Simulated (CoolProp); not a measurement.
Vapour pressure (MPa) of oxygen: the reference equation beside estimates from Tc = -118.6 °C, pc = 5.046 MPa, ω = 0.022.

The numbers come from the reference Helmholtz-energy equation of state, Schmidt 1985 in CoolProp.

| T (°C) | reference | Redlich-Kwong | Peng-Robinson |
|---|---|---|---|
| -161.25 | 0.6181 | (withheld) | 0.6207 |
| -158.65 | 0.7320 | (withheld) | 0.7351 |
| -156.15 | 0.8553 | (withheld) | 0.8589 |
| -153.55 | 0.9988 | (withheld) | 1.003 |
| -151.05 | 1.152 | 1.132 | 1.158 |
| -148.55 | (withheld) | 1.308 | 1.328 |
| -145.95 | (withheld) | 1.510 | (withheld) |
| -143.45 | 1.723 | 1.724 | 1.733 |
| -140.95 | 1.948 | 1.957 | (withheld) |
| -138.35 | 2.204 | 2.222 | 2.218 |
| -135.85 | 2.473 | 2.497 | 2.489 |
| -133.25 | 2.776 | 2.808 | 2.794 |

### Question
What belongs in the gaps?

### Answer

- -161.25, Redlich-Kwong: 0.5815
- -158.65, Redlich-Kwong: 0.6980
- -156.15, Redlich-Kwong: 0.8248
- -153.55, Redlich-Kwong: 0.9729
- -148.55, reference: 1.322
- -145.95, reference: 1.517
- -145.95, Peng-Robinson: 1.525
- -140.95, Peng-Robinson: 1.960

Absolute difference from the reference over all 12 rows, mean and median: Redlich-Kwong 2.0 and 1.1 %, Peng-Robinson 0.5 and 0.5 %.
